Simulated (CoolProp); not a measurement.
Computed with CoolProp (reference Helmholtz-energy equation of state, Thol 2021).

Q: For chlorine, give the phase and the density (kg/m³), speed of sound (m/s), expansivity (1/kK), fugacity coefficient at 103.35 °C and 20 MPa.

A: 
- 103.35 °C and 20 MPa: liquid; density 1210, speed of sound 654, expansivity 2.68, fugacity coefficient 0.213
